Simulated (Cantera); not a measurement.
Cantera with NASA thermochemical tables; ideal gases at 1 bar, condensed phases pure. Values are per mole of reaction as written; species without (g) are pure solids or liquids, kept so even where they would boil at 1 bar. TaC: taken at fixed stoichiometry.

3 O₃(g) + 2 TaC → Ta₂O₅ + 2 CO₂(g)

| T (K) | ΔH° (kJ) | ΔS° (J/K) | ΔG° (kJ) | log10 K | condensed phases |
|---|---|---|---|---|---|
| 300 | ___ | ___ | ___ | ___ | TaC(s), Ta₂O₅(s) |
| 1675 | -2942.6 | -198.9 | -2609.5 | 81.37 | TaC(s), Ta₂O₅(s) |
| 1875 | ___ | ___ | ___ | ___ | TaC(s), Ta₂O₅(s) |
| 2075 | -2820.6 | -139.4 | -2531.2 | 63.72 | TaC(s), Ta₂O₅(l) |
| 2275 | ___ | ___ | ___ | ___ | TaC(s), Ta₂O₅(l) |
| 2475 | -2813.7 | -136.3 | -2476.3 | 52.26 | TaC(s), Ta₂O₅(l) |

What belongs in the gaps?


- 300, ΔH° (kJ): -2970.2
- 300, ΔS° (J/K): -230.9
- 300, ΔG° (kJ): -2900.9
- 300, log10 K: 505.08
- 1875, ΔH° (kJ): -2940.7
- 1875, ΔS° (J/K): -197.8
- 1875, ΔG° (kJ): -2569.8
- 1875, log10 K: 71.59
- 2275, ΔH° (kJ): -2815.5
- 2275, ΔS° (J/K): -137.1
- 2275, ΔG° (kJ): -2503.6
- 2275, log10 K: 57.48
